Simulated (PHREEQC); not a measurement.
Consider water at 25 °C with 9.3 mmol/kgw HF and 24 mmol/kgw (NH4)2SiF6. Closed to the air; pH follows from the charge balance.

Equilibrium calculation in PHREEQC: ion-association model, phreeqc.dat.

```json
[
 {"quantity": "pH", "before": "2.65", "after": "3.14"},
 {"quantity": "ionic strength (mol/kgw)", "before": "0.0746", "after": "0.0722"},
 {"quantity": "HF (mol/kgw)", "before": "0.00661", "after": "0.00192"},
 {"quantity": "F- (mol/kgw)", "before": "0.00259", "after": "0.00226"},
 {"quantity": "HF2- (mol/kgw)", "before": "6.55e-5", "after": "1.66e-5"}
]
```

**Question.** Which change was made?
A) (NH4)2SiF6 from 0.024 to 0.0048 mol/kgw
B) (NH4)2SiF6 from 0.024 to 0.048 mol/kgw
C) (NH4)2SiF6 from 0.024 to 0.0216 mol/kgw
D) HF left out
E) (NH4)2SiF6 left out

**Answer.** D, HF left out

No solid was allowed to form. Some of these states are supersaturated (in Quartz (slow to form), Chalcedony (slow to form), for instance). SiF6-2 is the database's only silicon fluoride.
